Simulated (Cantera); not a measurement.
A Cantera script and what it prints.

```python
import numpy as np
import cantera as ct

gas_names = """
    C CH CH2 CH3 CH2OH CH3O CH4 CH3OH CN CO CO2 COOH C2 C2H CHCO,ketyl C2H2,acetylene C2H2,vinylidene
    CH2CO,ketene C2H3,vinyl CH3CN CH3CO,acetyl C2H4 C2H4O,ethylen CH3CHO,ethanal CH3COOH (HCOOH)2 C2H5
    C2H6 CH3OCH3 C2H5OH CCN CNC C2N2 C2O C3 C3H3,propargyl C3H4,allene C3H4,propyne C3H4,cyclo-
    C3H5,allyl C3H6,propylene C3H6,cyclo- C3H6O C3H7,n-propyl C3H7,i-propyl C3H8 C3H8O,1propanol
    C3H8O,2propanol C3O2 C4 C4H2 C4H4,1,3-cyclo- C4H6,butadiene C4H6,2-butyne C4H6,cyclo- C4H8,1-butene
    C4H8,cis2-buten C4H8,tr2-butene C4H8,isobutene C4H8,cyclo- (CH3COOH)2 C4H9,n-butyl C4H9,i-butyl
    C4H9,s-butyl C4H9,t-butyl C4H10,isobutane C4H10,n-butane C4N2 C5 C5H6,1,3cyclo- C5H8,cyclo-
    C5H10,1-pentene C5H10,cyclo- C5H11,pentyl C5H11,t-pentyl C5H12,n-pentane C5H12,i-pentane
    CH3C(CH3)2CH3 C6H2 C6H5,phenyl C6H5O,phenoxy C6H6 C6H5OH,phenol C6H10,cyclo- C6H12,1-hexene
    C6H12,cyclo- C6H13,n-hexyl C7H7,benzyl C7H8 C7H8O,cresol C7H14,1-heptene C7H15,n-heptyl
    C7H16,n-heptane C8H8,styrene C8H10,ethylbenz C8H16,1-octene C8H17,n-octyl C8H18,isooctane
    C8H18,n-octane C9H19,n-nonyl C10H8,naphthale C10H21,n-decyl C12H9,o-bipheny C12H10,bipheny Cu CuO
    Cu2 H HCN HCO HCCN HNC HNCO HNO HNO2 HNO3 HO2 H2 HCHO,formaldehy HCOOH H2O H2O2 N NCO NH NH2 NH3
    NH2OH NO NO2 NO3 N2 N2H2 N2H4 N2O O OH O2 O3
""".split()
cond_names = """
    C(gr) C6H6(L) C7H8(L) C8H18(L),n-octa Cu(cr) Cu(L) CuO(s) CuO2H2(s) Cu2O(s) Cu2O(L) H2O(s) H2O(L)
""".split()


def load(file, names, dense=False):
    # The tables refer to 1 bar. Condensed volumes are neglected.
    table = {s.name: s for s in ct.Species.list_from_file(file)}
    out = []
    for n in names:
        d = dict(table[n].input_data)
        d["thermo"] = dict(d["thermo"], **{"reference-pressure": 1e5})
        if dense:
            d["equation-of-state"] = {"model": "constant-volume", "density": "1e6 g/cm^3"}
        out.append(ct.Species.from_dict(d))
    return out


gas = ct.Solution(thermo="ideal-gas", species=load("nasa_gas.yaml", gas_names))
cond = {s.name: ct.Solution(thermo="fixed-stoichiometry", species=[s], name=s.name)
        for s in load("nasa_condensed.yaml", cond_names, dense=True)}
atoms = {
    'Cu2O': {'Cu': 2, 'O': 1},
    'CH4': {'C': 1, 'H': 4},
    'N2': {'N': 2},
}
top_T = {'C(gr)': 4500, 'CuO(s)': 1390}  # K; cautious upper limits of use, not melting points


def equilibrate(T, P, feed):
    n = {}
    for name, mol in feed.items():
        for a, k in atoms[name].items():
            n[a] = n.get(a, 0.0) + k * mol
    gas.TPX = T, P, n
    mass = sum(n.values()) * gas.mean_molecular_weight
    gas.equilibrate("TP")
    valid = [c for c in cond.values() if c.min_temp <= T <= top_T.get(c.name, c.max_temp)]
    mix = ct.Mixture([(gas, mass / gas.mean_molecular_weight)] + [(c, 0.0) for c in valid])
    mix.T, mix.P = T, P
    mix.equilibrate("TP", solver="vcs", rtol=1e-11, max_steps=5000)
    return mix


results = []
feed = {'Cu2O': 1, 'CH4': 3.2, 'N2': 0.89}  # mol
P = 100000  # Pa
for T in [1323, 1373, 1423, 1473, 1523, 1573, 1623, 1673, 1723, 1773, 1823]:
    mix = equilibrate(T, P, feed)
    results.append((T, P, feed, dict(zip(mix.species_names, mix.species_moles))))

top = {s: max(r[3][s] / sum(r[3][g] for g in gas_names) for r in results) for s in gas_names}
cols = sorted((s for s in top if top[s] > 0.001), key=lambda s: -top[s])[:5]
seen = [c for c in cond_names if any(r[3].get(c, 0) > 1e-12 for r in results)]
print("log10 of partial pressures in bar; condensed amounts in mol")
print(f"{'T/K':>10s}" + "".join(f"{s[:9]:>10s}" for s in cols + seen))
for T, P, feed, n in results:
    ng = sum(n[g] for g in gas_names)
    print(f"{T:10.4g}" + "".join(f"{np.log10(max(n[s] / ng * P / 1e5, 1e-99)):10.3f}" for s in cols)
          + "".join(f"{n.get(c, 0):10.4g}" for c in seen))
```

Result:

```
log10 of partial pressures in bar; condensed amounts in mol
       T/K        H2        CO        N2       CH4       HCN     C(gr)    Cu(cr)     Cu(L)
      1323    -0.115    -0.919    -0.967    -2.398    -4.133     2.172         2         0
      1373    -0.115    -0.919    -0.968    -2.527    -3.943     2.178         0         2
      1423    -0.114    -0.919    -0.968    -2.647    -3.766     2.182         0         2
      1473    -0.114    -0.918    -0.969    -2.760    -3.601     2.185         0         2
      1523    -0.113    -0.918    -0.969    -2.865    -3.448     2.187         0         2
      1573    -0.113    -0.918    -0.970    -2.963    -3.304     2.187         0         2
      1623    -0.113    -0.918    -0.970    -3.055    -3.170     2.187         0         2
      1673    -0.113    -0.918    -0.971    -3.142    -3.043     2.186         0     1.999
      1723    -0.113    -0.919    -0.972    -3.224    -2.925     2.184         0     1.998
      1773    -0.114    -0.919    -0.972    -3.301    -2.813     2.181         0     1.997
      1823    -0.114    -0.919    -0.974    -3.374    -2.707     2.177         0     1.994
```

Method: chemical equilibrium by Gibbs-energy minimisation in Cantera with the NASA 1993 tables (ideal gas, pure condensed phases).
